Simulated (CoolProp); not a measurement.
Water along the isobar 318 bar: Z from the reference equation and from simpler models built on Tc = 647.1 K, pc = 220.6 bar, ω = 0.344; each cubic takes its own stable root.

Values from CoolProp's reference Helmholtz-energy equation of state, Wagner 2002.

```csv
T (K),phase,reference
447.1,liquid,0.1690
484.6,liquid,0.1628
522.1,liquid,0.1593
559.7,liquid,0.1588
597.2,liquid,0.1627
634.7,liquid,0.1759
672.2,supercritical,0.2403
709.7,supercritical,0.5152
747.2,supercritical,0.6525
```

Problem. How far does each simpler model (van der Waals, Soave-Redlich-Kwong) lie from the reference over these 9 states: mean and median of the absolute difference, and the worst?

Solution. 
- van der Waals: mean 75.2 %, median 98.0 %, worst +105.4 % at 447.1 K and 318 bar
- Soave-Redlich-Kwong: mean 35.4 %, median 40.1 %, worst +49.9 % at 634.7 K and 318 bar
